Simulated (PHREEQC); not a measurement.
A column of 0.2 m (40 cells, dispersivity 0.016 m, 300 s a shift, diffusion coefficient 3e-10 m²/s) holds 0.0015 eq of the database's cation exchanger X per kg of pore water, first in equilibrium with 0.00054 mol/kgw MgSO4, 0.00037 mol/kgw KBr and 1e-05 mol/kgw HCl. It is flushed with 0.37 mmol/kgw MgSO4, 1.3 mmol/kgw ZnSO4 and 0.01 mmol/kgw HCl, at 15 °C. Values are for the last cell. The system is closed to CO2. Nothing may precipitate in this run.

Computed with PHREEQC (ion-association model, phreeqc.dat).

Predict Zn in solution (mol/kgw), Br in solution (mol/kgw), K in solution (mol/kgw), S in solution (mol/kgw) at pore volumes = 0.2125, 1.113, 1.812, 2.112, 2.413.


| pore volumes | Zn in solution (mol/kgw) | Br in solution (mol/kgw) | K in solution (mol/kgw) | S in solution (mol/kgw) |
|---|---|---|---|---|
| 0.2125 | 0 | 0.000370 | 0.000370 | 0.000540 |
| 1.113 | 0.000252 | 0.000118 | 0.000181 | 0.00131 |
| 1.812 | 0.00104 | 1.46e-5 | 2.90e-5 | 0.00163 |
| 2.112 | 0.00117 | 5.47e-6 | 1.20e-5 | 0.00165 |
| 2.413 | 0.00124 | 2.00e-6 | 4.83e-6 | 0.00166 |
